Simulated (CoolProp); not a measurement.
Vapour-liquid equilibrium of octamethyltrisiloxane (MDM) (1) + octamethylcyclotetrasiloxane (D4) (2) at 0.00246 MPa; x and y are mole fractions of (1).

Values from CoolProp's multi-fluid Helmholtz-energy mixture model, Thol 2017 and Thol 2015; pair parameters Bell 2016.

| x | bubble temperature (K) | y at the bubble point | dew temperature at overall composition x (K) | liquid density (mol/L) |
|---|---|---|---|---|
| 0.05 | 343.6 | 0.133 | 344.7 | 3.039 |
| 0.15 | 340.5 | 0.335 | 343.3 | 3.071 |
| 0.25 | 338.0 | 0.483 | 341.9 | 3.103 |
| 0.35 | 335.8 | 0.599 | 340.3 | 3.134 |
| 0.45 | 333.9 | 0.693 | 338.6 | 3.164 |
| 0.55 | 332.1 | 0.771 | 336.8 | 3.194 |
| 0.65 | 330.4 | 0.837 | 334.8 | 3.225 |
| 0.75 | 328.9 | 0.894 | 332.6 | 3.255 |
| 0.85 | 327.4 | 0.942 | 330.1 | 3.285 |
| 0.95 | 326.0 | 0.982 | 327.1 | 3.315 |

No azeotrope shows between x = 0.05 and 0.95.

Pair parameters are fitted to limited data, so mixtures are less certain than the pure fluids.
